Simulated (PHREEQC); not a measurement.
# Polishing slurry liquid: an equilibrium model

Make-up at 75 °C: 25 mmol/kgw KOH, 0.21 mmol/kgw KNO3 and 0.22 mmol/kgw H3BO3. Closed to the air; pH follows from the charge balance.

Computed with PHREEQC (ion-association model, phreeqc.dat).

Each row changes one thing in this solution. No solid was allowed to form.

```json
[
 {"case": "as made", "pH": "11.01", "H3BO3 (mol/kgw)": "1.44e-6"},
 {"case": "H3BO3 from 0.00022 to 0.00011 mol/kgw", "pH": "11.01", "H3BO3 (mol/kgw)": "7.16e-7"},
 {"case": "0.00039 mol/kgw Na2CO3 added", "pH": "11.01", "H3BO3 (mol/kgw)": "1.44e-6"},
 {"case": "KOH from 0.025 to 0.005 mol/kgw", "pH": "?", "H3BO3 (mol/kgw)": "?"},
 {"case": "KNO3 from 0.00021 to 0.000315 mol/kgw", "pH": "11.01", "H3BO3 (mol/kgw)": "1.44e-6"},
 {"case": "H3BO3 from 0.00022 to 2.2e-05 mol/kgw", "pH": "11.01", "H3BO3 (mol/kgw)": "?"},
 {"case": "KOH left out", "pH": "?", "H3BO3 (mol/kgw)": "0.000220"}
]
```

Task: Some entries are withheld; supply them.

Result: 
- KOH from 0.025 to 0.005 mol/kgw, pH: 10.33
- KOH from 0.025 to 0.005 mol/kgw, H3BO3 (mol/kgw): 7.25e-6
- H3BO3 from 0.00022 to 2.2e-05 mol/kgw, H3BO3 (mol/kgw): 1.43e-7
- KOH left out, pH: 6.16

Complexes and solids missing from the database can't appear. Constants without temperature data keep their 25 °C values here.
